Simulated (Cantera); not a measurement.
What does this Cantera script print?

```python
import numpy as np
import cantera as ct

gas_names = """
    B BH BH2 BH3 BN B2 H H2 N NH NH2 NH3 N2 N2H2 N2H4
""".split()
cond_names = """
    B(b) B(L) BN(s)
""".split()


def load(file, names, dense=False):
    # The tables refer to 1 bar. Condensed volumes are neglected.
    table = {s.name: s for s in ct.Species.list_from_file(file)}
    out = []
    for n in names:
        d = dict(table[n].input_data)
        d["thermo"] = dict(d["thermo"], **{"reference-pressure": 1e5})
        if dense:
            d["equation-of-state"] = {"model": "constant-volume", "density": "1e6 g/cm^3"}
        out.append(ct.Species.from_dict(d))
    return out


gas = ct.Solution(thermo="ideal-gas", species=load("nasa_gas.yaml", gas_names))
cond = {s.name: ct.Solution(thermo="fixed-stoichiometry", species=[s], name=s.name)
        for s in load("nasa_condensed.yaml", cond_names, dense=True)}
atoms = {
    'B2H6': {'B': 2, 'H': 6},
    'N2': {'N': 2},
    'H2': {'H': 2},
}
top_T = {'BN(s)': 3200}  # K; cautious upper limits of use, not melting points


def equilibrate(T, P, feed):
    n = {}
    for name, mol in feed.items():
        for a, k in atoms[name].items():
            n[a] = n.get(a, 0.0) + k * mol
    gas.TPX = T, P, n
    mass = sum(n.values()) * gas.mean_molecular_weight
    gas.equilibrate("TP")
    valid = [c for c in cond.values() if c.min_temp <= T <= top_T.get(c.name, c.max_temp)]
    mix = ct.Mixture([(gas, mass / gas.mean_molecular_weight)] + [(c, 0.0) for c in valid])
    mix.T, mix.P = T, P
    mix.equilibrate("TP", solver="vcs", rtol=1e-11, max_steps=5000)
    return mix


results = []
feed = {'B2H6': 1, 'N2': 0.51, 'H2': 2.5}  # mol
T = 1423.15  # K
P = 10000  # Pa
mix = equilibrate(T, P, feed)
results.append((T, P, feed, dict(zip(mix.species_names, mix.species_moles))))
x = sorted(zip(gas.X, gas.species_names), reverse=True)
print(f"T = {T:g} K  P = {P:g} Pa  gas = {mix.phase_moles(0):.4g} mol")
print("   x: " + "  ".join(f"{s} {v:.3e}" for v, s in x if v > 0.001))
print("   condensed (mol): " + ("  ".join(f"{mix.phase(i).name} {mix.phase_moles(i):.4g}"
      for i in range(1, mix.n_phases) if mix.phase_moles(i) > 1e-12) or "none"))
```

Output:

```
T = 1423.15 K  P = 10000 Pa  gas = 5.5 mol
   x: H2 1.000e+00
   condensed (mol): B(b) 0.98  BN(s) 1.02
```

These are equilibrium values from Cantera (NASA tables, ideal gas, pure condensed phases), not measurements of a reactor. The feed counts by its element totals alone. N2 is the only nitrogen source here; it is nearly inert below about 1500 K, so the nitride shown seldom forms there in practice. Mutual solubility and eutectic melting of coexisting phases are not modelled.
